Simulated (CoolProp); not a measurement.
Vapour-liquid equilibrium of n-hexane (1) + cyclohexane (2) at 18.35 °C; x and y are mole fractions of (1).

The numbers come from the multi-fluid Helmholtz-energy mixture model, Thol 2019 and Zhou 2014; pair parameters Bell 2016 in CoolProp.

```tsv
x	bubble pressure (MPa)	y at the bubble point	dew pressure at overall composition x (MPa)	liquid density (mol/L)
0.05	0.009942	0.085	0.009785	9.176
0.125	0.01047	0.198	0.01012	9.039
0.2	0.01096	0.296	0.01048	8.905
0.275	0.01141	0.384	0.01085	8.774
0.35	0.01184	0.464	0.01123	8.647
0.425	0.01225	0.538	0.01163	8.523
0.5	0.01265	0.607	0.01204	8.403
0.575	0.01302	0.672	0.01246	8.285
0.65	0.01339	0.735	0.01289	8.170
0.725	0.01375	0.795	0.01333	8.058
0.8	0.01409	0.853	0.01378	7.948
0.875	0.01443	0.909	0.01423	7.841
0.95	0.01477	0.964	0.01468	7.736
```

No azeotrope shows between x = 0.05 and 0.95.

The pair parameters rest on a limited set of measurements; away from them the model extrapolates.
